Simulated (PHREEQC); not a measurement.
## Hard or scaling water: speciation

Solution (25 °C): 0.013 mol/kgw CaSO4, 0.005 mol/kgw NaF and 0.0019 mol/kgw NaCl. Closed to the air; pH follows from the charge balance.

Equilibrium calculation in PHREEQC: ion-association model, phreeqc.dat.

Each row changes one thing in this solution. Precipitation was switched off in this run.

| case | pH | ionic strength (mol/kgw) | Ca+2 (mol/kgw) | SO4-2 (mol/kgw) | CaSO4 (mol/kgw) | NaSO4- (mol/kgw) | SI of Gypsum (CaSO4:2H2O) | SI of Fluorite (CaF2) |
|---|---|---|---|---|---|---|---|---|
| as made | 7.39 | 0.0443 | 0.00942 | 0.00927 | 0.00358 | 0.000149 | -0.11 | +3.48 |
| NaF from 0.005 to 0.001 mol/kgw | 7.17 | 0.0399 | 0.00929 | 0.00922 | 0.00371 | 6.41e-5 | -0.10 | +2.10 |
| diluted 2-fold with water | 7.29 | 0.0236 | 0.00507 | 0.00502 | 0.00143 | 4.78e-5 | -0.51 | +2.72 |
| diluted 100-fold with water | 7.01 | 0.000580 | 0.000128 | 0.000128 | 2.33e-6 | 3.96e-8 | -3.30 | -1.97 |
| NaCl from 0.0019 to 0.0038 mol/kgw | 7.39 | 0.0463 | 0.00948 | 0.00929 | 0.00352 | 0.000188 | -0.12 | +3.48 |

Some of these states are supersaturated (in Fluorite, for instance).
